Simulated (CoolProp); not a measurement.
Octamethylcyclotetrasiloxane (D4) along the isotherm 346.85 °C: fugacity coefficient from the reference equation and from simpler models built on Tc = 313.4 °C, pc = 1347 kPa, ω = 0.598; each cubic takes its own stable root.

Model: reference Helmholtz-energy equation of state, Thol 2015, in CoolProp.

```
p (kPa)          phase  reference  Redlich-Kwong  Soave-Redlich-Kwong  Peng-Robinson
-------  -------------  ---------  -------------  -------------------  -------------
42.6               gas     0.9910         0.9908               0.9914         0.9903
62.5               gas     0.9869         0.9866               0.9874         0.9858
91.8               gas     0.9807         0.9803               0.9816         0.9791
135                gas     0.9717         0.9711               0.9729         0.9694
198                gas          …         0.9578               0.9604         0.9553
290                gas     0.9396         0.9384               0.9423         0.9350
426                gas     0.9118              …               0.9157         0.9055
625                gas     0.8716         0.8690               0.8775         0.8632
918                gas     0.8135         0.8096                    …         0.8030
1350     supercritical     0.7298         0.7228               0.7423         0.7179
1980     supercritical     0.6106         0.5938               0.6288         0.6011
2900     supercritical     0.4789         0.4674               0.5055         0.4774
4260     supercritical     0.3824         0.3782               0.4138              …
6250     supercritical     0.3214         0.3225               0.3559         0.3234
9180     supercritical          …              …               0.3294         0.2905
13500    supercritical     0.2942         0.3021               0.3384         0.2867
```

### Question
What belongs in the gaps?

### Answer

- 198, reference: 0.9586
- 426, Redlich-Kwong: 0.9100
- 918, Soave-Redlich-Kwong: 0.8221
- 4260, Peng-Robinson: 0.3844
- 9180, reference: 0.2913
- 9180, Redlich-Kwong: 0.2961
